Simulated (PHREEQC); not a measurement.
Consider water at 25 °C with 12 mmol/kgw CuCl2, 0.047 mmol/kgw HBF4 and 1.6 mmol/kgw H3BO3. It is in equilibrium with CO2 at log p = -3.4 (atm). Otherwise closed; pH follows from the charge balance.

All values are PHREEQC results (ion-association model, phreeqc.dat), not measurements.

This is a speciation only: nothing precipitates in the calculation.

Order these F species by the share of F that they hold, largest first: BF2(OH)2-, CuF+, HF, F-.

F- (78 %), HF (14 %), CuF+ (8.5 %), BF2(OH)2- (0.19 %)

The pH is 3.85 and the ionic strength 0.0353 mol/kgw. Species that the database lacks are ignored. Real BF4- forms and hydrolyses slowly; the run takes it at equilibrium.
